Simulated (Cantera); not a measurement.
An adiabatic, constant-volume homogeneous reactor starts with 13.1 % H₂, 15.1 % O₂, 71.8 % N₂, equivalence ratio 0.43, at 1648 K and 280000 Pa.

Detailed kinetics in Cantera: GRI-Mech 3.0 (53 species, 325 reactions). The hydrogen kinetics of GRI-Mech 3.0 are dated; newer H2 mechanisms differ, most at raised pressure.

One state of this run: T (K) = 2201; P (bar) = 3.62; x H₂ = 0.0115; x O₂ = 0.0829; x N₂O = 6.86e-7; x OH = 0.0210; x NO₂ = 3.16e-8; x NO = 4.61e-5; x H = 0.0164. x: mole fraction; the columns are a selection and need not sum to one.

**Question.** Which value of t (s) does it belong to?
A) 2.00
B) 7.96e-6
C) 0.000502
D) 0.0317

**Answer.** B, 7.96e-6
